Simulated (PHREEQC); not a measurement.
Nickel, zinc or cadmium bath

Solution (25 °C): 0.14 mol/kgw ZnSO4, 0.0053 mol/kgw NaOH and 0.0096 mol/kgw MnSO4. Closed to the air; pH follows from the charge balance.

All values are PHREEQC results (ion-association model, wateq4f.dat), not measurements.

```
Property                  Value
----------------  -------------
pH                         7.92
ionic strength    0.284 mol/kgw
total alkalinity    5.30 meq/kg
```

```json
[
 {"species": "Zn+2", "molality": "0.0625", "activity": "0.0184", "log γ": "-0.530"},
 {"species": "ZnSO4", "molality": "0.0530", "activity": "0.0566", "log γ": "0.028"},
 {"species": "SO4-2", "molality": "0.0511", "activity": "0.0131", "log γ": "-0.591"},
 {"species": "Zn(SO4)2-2", "molality": "0.0207", "activity": "0.00603", "log γ": "-0.535"},
 {"species": "Mn+2", "molality": "0.00584", "activity": "0.00172", "log γ": "-0.530"},
 {"species": "Na+", "molality": "0.00497", "activity": "0.00361", "log γ": "-0.139"},
 {"species": "MnSO4", "molality": "0.00376", "activity": "0.00401", "log γ": "0.028"},
 {"species": "ZnOH+", "molality": "0.00229", "activity": "0.00168", "log γ": "-0.134"},
 {"species": "Zn(OH)2", "molality": "0.00150", "activity": "0.00160", "log γ": "0.028"},
 {"species": "NaSO4-", "molality": "0.000327", "activity": "0.000237", "log γ": "-0.140"},
 {"species": "MnOH+", "molality": "5.14e-6", "activity": "3.68e-6", "log γ": "-0.145"},
 {"species": "OH-", "molality": "1.23e-6", "activity": "8.32e-7", "log γ": "-0.169"},
 {"species": "Zn(OH)3-", "molality": "5.74e-7", "activity": "4.22e-7", "log γ": "-0.134"},
 {"species": "HSO4-", "molality": "2.17e-8", "activity": "1.53e-8", "log γ": "-0.152"}
]
```

No solid was allowed to form. Saturation is exceeded, for instance for Zn(OH)2-e, Zn4(OH)6SO4; the values hold only as long as no solid forms.
